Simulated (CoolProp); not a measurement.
Saturation properties of hydrogen chloride.

Model: reference Helmholtz-energy equation of state, Thol 2018, in CoolProp.

```json
[
 {"T (°C)": "-29.05", "p (kPa)": "1112", "liquid density (kg/m³)": "1030", "vapour density (kg/m³)": "23.36", "enthalpy of vaporisation (kJ/kg)": "369.4", "liquid cp (kJ/(kg K))": "1.791"},
 {"T (°C)": "-22.25", "p (kPa)": "1379", "liquid density (kg/m³)": "1008", "vapour density (kg/m³)": "28.92", "enthalpy of vaporisation (kJ/kg)": "357.5", "liquid cp (kJ/(kg K))": "1.829"},
 {"T (°C)": "-15.55", "p (kPa)": "1686", "liquid density (kg/m³)": "985.7", "vapour density (kg/m³)": "35.44", "enthalpy of vaporisation (kJ/kg)": "344.9", "liquid cp (kJ/(kg K))": "1.875"},
 {"T (°C)": "-8.75", "p (kPa)": "2046", "liquid density (kg/m³)": "961.3", "vapour density (kg/m³)": "43.31", "enthalpy of vaporisation (kJ/kg)": "331.1", "liquid cp (kJ/(kg K))": "1.933"},
 {"T (°C)": "-1.95", "p (kPa)": "2460", "liquid density (kg/m³)": "935.5", "vapour density (kg/m³)": "52.69", "enthalpy of vaporisation (kJ/kg)": "316.1", "liquid cp (kJ/(kg K))": "2.007"},
 {"T (°C)": "4.85", "p (kPa)": "2933", "liquid density (kg/m³)": "907.8", "vapour density (kg/m³)": "63.95", "enthalpy of vaporisation (kJ/kg)": "299.6", "liquid cp (kJ/(kg K))": "2.104"},
 {"T (°C)": "11.65", "p (kPa)": "3470", "liquid density (kg/m³)": "877.9", "vapour density (kg/m³)": "77.58", "enthalpy of vaporisation (kJ/kg)": "281.3", "liquid cp (kJ/(kg K))": "2.234"},
 {"T (°C)": "18.35", "p (kPa)": "4069", "liquid density (kg/m³)": "845.4", "vapour density (kg/m³)": "94.05", "enthalpy of vaporisation (kJ/kg)": "261.0", "liquid cp (kJ/(kg K))": "2.416"},
 {"T (°C)": "25.15", "p (kPa)": "4753", "liquid density (kg/m³)": "808.4", "vapour density (kg/m³)": "115.0", "enthalpy of vaporisation (kJ/kg)": "237.3", "liquid cp (kJ/(kg K))": "2.698"},
 {"T (°C)": "31.95", "p (kPa)": "5522", "liquid density (kg/m³)": "765.4", "vapour density (kg/m³)": "142.3", "enthalpy of vaporisation (kJ/kg)": "209.2", "liquid cp (kJ/(kg K))": "3.180"}
]
```

It boils at -85.0 °C under 1 atm.
